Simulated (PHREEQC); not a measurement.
Make-up at 25 °C: 0.0073 mol NH3, 0.0052 mol CO2 and 0.13 mol K2HPO4 per kg of water. Closed to the air; pH follows from the charge balance.

The numbers come from PHREEQC with the ion-association model, wateq4f.dat.

Each row changes one thing in this solution. Precipitation was switched off in this run.

| case | pH | ionic strength (mol/kgw) | NH4+ (mol/kgw) | NH3 (mol/kgw) |
|---|---|---|---|---|
| as made | 8.95 | 0.370 | 0.00532 | 0.00198 |
| temperature from 25 to 20 °C | 9.04 | 0.371 | 0.00552 | 0.00178 |
| K2HPO4 from 0.13 to 0.65 mol/kgw | 8.87 | 1.66 | 0.00525 | 0.00205 |
| CO2 left out | 9.81 | 0.371 | 0.00199 | 0.00531 |
| diluted 10-fold with water | 9.04 | 0.0388 | 0.000480 | 0.000250 |
| CO2 from 0.0052 to 0.0104 mol/kgw | 8.22 | 0.369 | 0.00683 | 0.000470 |
| K2HPO4 left out | 8.83 | 0.00559 | 0.00539 | 0.00191 |

The ionic strength passes 0.7 mol/kgw, the rough limit of the ion-association models, in K2HPO4 from 0.13 to 0.65 mol/kgw. Species that the database lacks are ignored. H3PO4, which wateq4f.dat lacks, is added to it with the constant of phreeqc.dat.
